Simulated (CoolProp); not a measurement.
Saturated liquid density (kg/m³) of R365MFC: the reference equation beside estimates from Tc = 460.0 K, pc = 3.266 MPa, ω = 0.377. Rackett uses Z = 0.29056 − 0.08775 ω.

Computed with CoolProp (reference Helmholtz-energy equation of state, Lemmon 2016).

```tsv
T (K)	reference	Rackett	van der Waals	Redlich-Kwong	Soave-Redlich-Kwong	Peng-Robinson
364.7	1099	1167	657.4	931.1	998.7	1133
370.1	1084	1151	648.2	914.5	981.9	1114
375.5	1069	1134	638.6	897.3	964.4	1095
380.9	1053	1116	628.8	879.6	946.1	1074
386.2	1037	1098	618.8	861.6	927.4	1053
391.6	1019	1079	608.2	842.5	907.3	1030
397	1002	1060	597.2	822.7	886.3	1006
402.4	982.8	1039	585.7	802.0	864.1	980.4
407.8	963.0	1018	573.6	780.3	840.6	953.4
413.2	942.1	995.5	560.8	757.5	815.7	924.6
418.6	919.7	971.6	547.3	733.4	789.1	893.8
424	895.6	946.0	532.9	707.8	760.6	860.5
429.4	869.4	918.3	517.3	680.4	729.7	824.4
434.8	840.5	887.8	500.4	650.6	695.9	784.6
```

Absolute difference from the reference over all 14 rows, mean and median: Rackett 5.8 and 5.8 %, van der Waals 40.4 and 40.4 %, Redlich-Kwong 18.4 and 18.1 %, Soave-Redlich-Kwong 12.3 and 11.8 %, Peng-Robinson 2.5 and 2.2 %.
